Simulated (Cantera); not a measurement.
**Carbothermic reduction: CuO + CH4 + CO + C + O2**

A closed system holds: 1 mol CuO, 5.3 mol CH4, 0.015 mol CO, 1.7 mol C, 0.00023 mol O2, held at 7.50 Torr.

Method: chemical equilibrium by Gibbs-energy minimisation in Cantera with the NASA 1993 tables (ideal gas, pure condensed phases). Candidate condensed phases: C, C6H6, C7H8, C8H18, Cu, CuO, Cu(OH)2, Cu2O, H2O; 113 gas species. The numbers say what is thermodynamically allowed, not how fast it happens.

From 1723 K to 1798 K the condensed part is C(graphite) + Cu(l). From 1873 K to 2323 K the condensed part is C(graphite). The main Cu-bearing gas is Cu throughout.

```json
[
 {"T (K)": "1723", "x H2": "0.891", "x H": "0.00172", "x CO": "0.0855", "x Cu": "0.0213", "x C2H2 (acetylene)": "8.07e-5", "x Cu2": "2.88e-5", "x C2H": "9.70e-10", "x CH4": "7.99e-6", "n C(graphite)": "6.00", "n Cu(l)": "0.746"},
 {"T (K)": "1798", "x H2": "0.861", "x H": "0.00327", "x CO": "0.0826", "x Cu": "0.0529", "x C2H2 (acetylene)": "0.000149", "x Cu2": "0.000101", "x C2H": "4.90e-9", "x CH4": "5.74e-6", "n C(graphite)": "6.00", "n Cu(l)": "0.347"},
 {"T (K)": "1873", "x H2": "0.835", "x H": "0.00590", "x CO": "0.0803", "x Cu": "0.0788", "x C2H2 (acetylene)": "0.000260", "x Cu2": "0.000132", "x C2H": "2.17e-8", "x CH4": "4.25e-6", "n C(graphite)": "5.99", "n Cu(l)": "0"},
 {"T (K)": "1948", "x H2": "0.830", "x H": "0.0103", "x CO": "0.0801", "x Cu": "0.0787", "x C2H2 (acetylene)": "0.000448", "x Cu2": "8.14e-5", "x C2H": "8.66e-8", "x CH4": "3.37e-6", "n C(graphite)": "5.99", "n Cu(l)": "0"},
 {"T (K)": "2023", "x H2": "0.824", "x H": "0.0172", "x CO": "0.0798", "x Cu": "0.0785", "x C2H2 (acetylene)": "0.000736", "x Cu2": "5.17e-5", "x C2H": "3.11e-7", "x CH4": "2.71e-6", "n C(graphite)": "5.98", "n Cu(l)": "0"},
 {"T (K)": "2098", "x H2": "0.814", "x H": "0.0278", "x CO": "0.0794", "x Cu": "0.0781", "x C2H2 (acetylene)": "0.00116", "x Cu2": "3.38e-5", "x C2H": "1.02e-6", "x CH4": "2.19e-6", "n C(graphite)": "5.97", "n Cu(l)": "0"},
 {"T (K)": "2173", "x H2": "0.799", "x H": "0.0431", "x CO": "0.0788", "x Cu": "0.0775", "x C2H2 (acetylene)": "0.00176", "x Cu2": "2.25e-5", "x C2H": "3.06e-6", "x CH4": "1.78e-6", "n C(graphite)": "5.95", "n Cu(l)": "0"},
 {"T (K)": "2248", "x H2": "0.778", "x H": "0.0648", "x CO": "0.0779", "x Cu": "0.0767", "x C2H2 (acetylene)": "0.00258", "x Cu2": "1.53e-5", "x C2H": "8.47e-6", "x CH4": "1.44e-6", "n C(graphite)": "5.93", "n Cu(l)": "0"},
 {"T (K)": "2323", "x H2": "0.750", "x H": "0.0943", "x CO": "0.0767", "x Cu": "0.0755", "x C2H2 (acetylene)": "0.00363", "x Cu2": "1.06e-5", "x C2H": "2.18e-5", "x CH4": "1.15e-6", "n C(graphite)": "5.90", "n Cu(l)": "0"}
]
```
x: gas mole fraction; n: condensed amount in mol.
